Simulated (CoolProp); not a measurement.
R143a at 298.15 K and 0.902 MPa is throttled through a valve to 0.0854 MPa with no heat exchange. Each further row changes one setting.

The numbers come from the reference Helmholtz-energy equation of state, Lemmon and Jacobsen 2000 in CoolProp.

```tsv
case	temperature change (K)	final density (kg/m³)
as stated	-17.8	3.14
outlet pressure 0.0256 MPa	-19.3	0.933
outlet pressure 0.111 MPa	-17.2	4.09
```
